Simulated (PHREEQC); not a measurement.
A solution holds 0.015 mol NH4HF2, 0.0089 mol (NH4)2SiF6, 0.00045 mol HBF4 and 0.0001 mol H2SO4 per kg of water, at 25 °C. Closed to the air; pH follows from the charge balance.

Model: ion-association model, wateq4f.dat, run in PHREEQC.

Each row changes one thing in this solution. No solid was allowed to form.

| case | pH | ionic strength (mol/kgw) | F- (mol/kgw) | HF (mol/kgw) | HF2- (mol/kgw) | H2F2 (mol/kgw) | SI of Quartz (SiO2) |
|---|---|---|---|---|---|---|---|
| as made | 3.13 | 0.0426 | 0.0145 | 0.0132 | 0.000738 | 0.000455 | -4.51 |
| NH4HF2 left out | … | 0.0274 | 0.00161 | 0.00204 | 1.27e-5 | 1.09e-5 | … |
| temperature from 25 to 40 °C | … | 0.0425 | 0.0142 | 0.0136 | 0.000820 | 0.000279 | -3.71 |
| HBF4 from 0.00045 to 0.000495 mol/kgw | 3.13 | 0.0426 | 0.0144 | 0.0132 | 0.000738 | 0.000458 | -4.51 |
| NH4HF2 from 0.015 to 0.0015 mol/kgw | … | 0.0291 | 0.00223 | 0.00230 | 1.98e-5 | 1.39e-5 | … |

Problem. Complete the blanks.

Solution. 
- NH4HF2 left out, pH: 3.00
- NH4HF2 left out, SI of Quartz (SiO2): +0.64
- temperature from 25 to 40 °C, pH: 3.23
- NH4HF2 from 0.015 to 0.0015 mol/kgw, pH: 3.09
- NH4HF2 from 0.015 to 0.0015 mol/kgw, SI of Quartz (SiO2): +0.16

Species that the database lacks are ignored. Some of these states are supersaturated (in Quartz (slow to form), Chalcedony (slow to form), for instance). Constants without temperature data keep their 25 °C values here. SiF6-2 is the database's only silicon fluoride. Real BF4- forms and hydrolyses slowly; the run takes it at equilibrium.
